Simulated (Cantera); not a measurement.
Feed: 1 mol (CH3)2SiCl2, 2.3 mol H2, held at 2275 K and 5.20 mbar.

Equilibrium computed with Cantera from the NASA thermochemical tables; the gas is ideal and each condensed phase is pure. Candidate condensed phases: C, C6H6, C7H8, C8H18, Si, SiC; 109 gas species. The feed counts by its element totals alone. The tables' values for SiCl, SiCl3 are old estimates; treat these amounts as uncertain. Gases not in the tables: Si2H6 and higher silanes. Equilibrium is a limit: real reactors are often held back by kinetics, nucleation or transport.

### Question
What is the equilibrium state?

### Answer
```json
{
  "x(H2)": "0.611",
  "x(HCl)": "0.224",
  "x(H)": "0.0920",
  "x(Cl)": "0.0243",
  "x(SiCl2)": "0.0197",
  "x(Si)": "0.0192",
  "x(SiCl)": "0.00366",
  "x(SiC2)": "0.00243",
  "x(C2H2 (acetylene))": "0.00233",
  "n(C(graphite))": "1.26 mol",
  "n(SiC(s))": "0.668 mol",
  "gas_amount": "6.872 mol",
  "log10 activity of Si(l) (absent)": "-0.87"
}
```
